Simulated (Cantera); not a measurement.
Feed: 1 mol B₂O₃, 9.7 mol NF₃, 30 mol H₂, at 1250 K and 0.100 bar.

These are equilibrium values from Cantera (NASA tables, ideal gas, pure condensed phases), not measurements of a reactor. Candidate condensed phases: B, BN, B₂O₃, B₃O₃H₃, H₂O; 62 gas species. Gases not in the tables: H₃BO₃. Rates play no part.

Base state: HF 0.478, H₂ 0.319, N₂ 0.100, H₂O 0.0617, BF₃ 0.0410, BOF 0.000288, HBO₂ 1.10e-5 (mole fractions); condensed: gas only.

Task: What changes in the equilibrium state with this change: B₂O₃ replaced by MgO?

Result: 
| species | before | after |
|---|---|---|
| HF | 0.478 | 0.560 |
| H₂ | 0.319 | 0.319 |
| N₂ | 0.100 | 0.100 |
| BF₃ | 0.0410 | 0 |
| H₂O | 0.0617 | 0.0207 |
| BOF | 0.000288 | 0 |
| HBO₂ | 1.10e-5 | 0 |
| MgF₂(s), mol | 0 | 1.000 |
Further candidate phases: Mg, MgF₂, MgO, Mg(OH)₂.
